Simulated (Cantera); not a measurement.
## Fluorocarbon and chlorocarbon gases: CF4 + CH4

Input: 1 mol CF4, 0.052 mol CH4, held at 10.0 Torr.

These are equilibrium values from Cantera (NASA tables, ideal gas, pure condensed phases), not measurements of a reactor. Candidate condensed phases: C, C6H6, C7H8, C8H18; 95 gas species. Gases not in the tables: C2F6 and larger saturated fluorocarbons. Rates play no part.

At 2073 K the condensed part is C(graphite). From 2173 K to 2473 K nothing is condensed. From 2573 K to 2973 K the condensed part is C(graphite). From 3073 K to 3273 K nothing is condensed. The main C-bearing gas is CF4 at 2073 K and C3 at 3273 K.

```
T (K)     x F     x CF4    x CF2    x HF      x CF      x C3       x C     x CF3  n C(graphite)
-----  ------  --------  -------  ------  --------  --------  --------  --------  -------------
2073   0.0504     0.641    0.138   0.160  0.000331   1.18e-8   1.04e-8   0.00985         0.0270
2173    0.127     0.515    0.200   0.144  0.000768   2.22e-8   4.21e-8    0.0134              0
2273    0.278     0.338    0.248   0.119   0.00156   3.89e-8   1.50e-7    0.0149              0
2373    0.448     0.142    0.303  0.0912   0.00379   2.78e-7   7.76e-7    0.0130              0
2473    0.543    0.0353    0.328  0.0754   0.00988   5.42e-6   5.20e-6   0.00805              0
2573    0.582   0.00698    0.313  0.0698    0.0236  0.000112   3.31e-5   0.00412         0.0143
2673    0.674   0.00136    0.222  0.0638    0.0361  0.000460  0.000115   0.00179          0.197
2773    0.739  0.000250    0.147  0.0595    0.0512   0.00169  0.000367  0.000717          0.337
2873    0.775   4.44e-5   0.0929  0.0562    0.0680   0.00568   0.00108  0.000274          0.386
2973    0.782   7.69e-6   0.0563  0.0531    0.0855    0.0175   0.00293  0.000100          0.268
3073    0.774   1.26e-6   0.0309  0.0496    0.0944    0.0376   0.00681   3.38e-5              0
3173    0.790   2.10e-7   0.0151  0.0470    0.0861    0.0404    0.0121   1.07e-5              0
3273    0.798   3.70e-8  0.00737  0.0438    0.0764    0.0404    0.0203   3.47e-6              0
```
x: gas mole fraction; n: condensed amount in mol.
